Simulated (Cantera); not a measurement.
A closed system holds: 1 mol CH₃F, 1.2 mol CH₄, 1 mol H₂, equilibrated at 100000 Pa.

Cantera equilibrium calculation (NASA polynomials, part measured and part estimated; ideal gas, pure solids and liquids). Candidate condensed phases: C, C₆H₆, C₇H₈, C₈H₁₈; 95 gas species. Rates play no part.

log p: log10 of the partial pressure in bar; n: condensed amount in mol.

```json
[
 {"T (°C)": "575", "log p H₂": "-0.24", "log p HF": "-0.65", "log p CH₄": "-0.68", "log p H": "-10.84", "log p C₂H₂ (acetylene)": "-11.30", "log p C₄H₂": "<-12", "n C(graphite)": "1.27"},
 {"T (°C)": "725", "log p H₂": "-0.13", "log p HF": "-0.71", "log p CH₄": "-1.26", "log p H": "-8.73", "log p C₂H₂ (acetylene)": "-9.09", "log p C₄H₂": "<-12", "n C(graphite)": "1.92"},
 {"T (°C)": "875", "log p H₂": "-0.10", "log p HF": "-0.73", "log p CH₄": "-1.82", "log p H": "-7.19", "log p C₂H₂ (acetylene)": "-7.53", "log p C₄H₂": "<-12", "n C(graphite)": "2.12"},
 {"T (°C)": "1025", "log p H₂": "-0.09", "log p HF": "-0.73", "log p CH₄": "-2.28", "log p H": "-6.02", "log p C₂H₂ (acetylene)": "-6.35", "log p C₄H₂": "<-12", "n C(graphite)": "2.17"},
 {"T (°C)": "1175", "log p H₂": "-0.09", "log p HF": "-0.73", "log p CH₄": "-2.66", "log p H": "-5.08", "log p C₂H₂ (acetylene)": "-5.41", "log p C₄H₂": "(withheld)", "n C(graphite)": "2.19"},
 {"T (°C)": "1325", "log p H₂": "-0.09", "log p HF": "-0.73", "log p CH₄": "-2.96", "log p H": "-4.32", "log p C₂H₂ (acetylene)": "-4.66", "log p C₄H₂": "(withheld)", "n C(graphite)": "2.19"},
 {"T (°C)": "1475", "log p H₂": "-0.09", "log p HF": "-0.73", "log p CH₄": "-3.22", "log p H": "-3.69", "log p C₂H₂ (acetylene)": "-4.04", "log p C₄H₂": "(withheld)", "n C(graphite)": "2.20"},
 {"T (°C)": "1625", "log p H₂": "-0.09", "log p HF": "-0.73", "log p CH₄": "-3.43", "log p H": "-3.15", "log p C₂H₂ (acetylene)": "-3.51", "log p C₄H₂": "(withheld)", "n C(graphite)": "2.19"},
 {"T (°C)": "1775", "log p H₂": "-0.09", "log p HF": "-0.73", "log p CH₄": "-3.61", "log p H": "-2.70", "log p C₂H₂ (acetylene)": "-3.07", "log p C₄H₂": "(withheld)", "n C(graphite)": "2.19"},
 {"T (°C)": "1925", "log p H₂": "-0.09", "log p HF": "-0.73", "log p CH₄": "-3.76", "log p H": "-2.30", "log p C₂H₂ (acetylene)": "-2.69", "log p C₄H₂": "(withheld)", "n C(graphite)": "2.18"},
 {"T (°C)": "2075", "log p H₂": "-0.10", "log p HF": "-0.73", "log p CH₄": "-3.90", "log p H": "-1.96", "log p C₂H₂ (acetylene)": "-2.36", "log p C₄H₂": "(withheld)", "n C(graphite)": "2.15"},
 {"T (°C)": "2225", "log p H₂": "-0.10", "log p HF": "-0.74", "log p CH₄": "-4.03", "log p H": "-1.66", "log p C₂H₂ (acetylene)": "-2.07", "log p C₄H₂": "(withheld)", "n C(graphite)": "2.11"},
 {"T (°C)": "2375", "log p H₂": "-0.12", "log p HF": "-0.74", "log p CH₄": "-4.16", "log p H": "-1.39", "log p C₂H₂ (acetylene)": "-1.83", "log p C₄H₂": "(withheld)", "n C(graphite)": "2.03"}
]
```

### Question
Fill in the missing entries.

### Answer

- 1175, log p C₄H₂: -11.16
- 1325, log p C₄H₂: -9.64
- 1475, log p C₄H₂: -8.39
- 1625, log p C₄H₂: -7.34
- 1775, log p C₄H₂: -6.44
- 1925, log p C₄H₂: -5.67
- 2075, log p C₄H₂: -5.01
- 2225, log p C₄H₂: -4.43
- 2375, log p C₄H₂: -3.92
